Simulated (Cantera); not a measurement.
Input: 1 mol borazine, 0.066 mol H2O, 4.8 mol N2, equilibrated at 30.0 Pa.

Cantera equilibrium calculation (NASA polynomials, part measured and part estimated; ideal gas, pure solids and liquids). Candidate condensed phases: B, BN, B2O3, B3O3H3, H2O; 39 gas species. The feed counts by its element totals alone. Mutual solubility and eutectic melting of coexisting phases are not modelled. Equilibrium is a limit: real reactors are often held back by kinetics, nucleation or transport.

x: gas mole fraction; n: condensed amount in mol.

```tsv
T (°C)	x N2	x H2	x HBO	x H	x HBO2	n BN(s)	n B2O3(l)
552	0.611	0.388	?	2.85e-10	2.54e-7	2.96	0.0214
652	0.611	0.388	?	9.37e-9	4.07e-6	2.96	0.0214
752	0.611	0.388	?	1.57e-7	3.67e-5	2.96	0.0212
852	0.611	0.388	?	1.60e-6	0.000218	2.96	0.0203
952	0.611	0.388	?	1.12e-5	0.000948	2.96	0.0156
1052	0.610	0.386	?	5.87e-5	0.00242	2.96	0
1152	0.609	0.385	?	0.000244	0.00139	2.95	0
1252	0.609	0.384	?	0.000846	0.000507	2.94	0
1352	0.608	0.382	?	0.00252	0.000103	2.94	0
```

**Question.** Fill in the missing entries.

**Answer.** 
- 552, x HBO: 1.10e-10
- 652, x HBO: 1.16e-8
- 752, x HBO: 4.79e-7
- 852, x HBO: 1.01e-5
- 952, x HBO: 0.000127
- 1052, x HBO: 0.000933
- 1152, x HBO: 0.00261
- 1252, x HBO: 0.00492
- 1352, x HBO: 0.00598
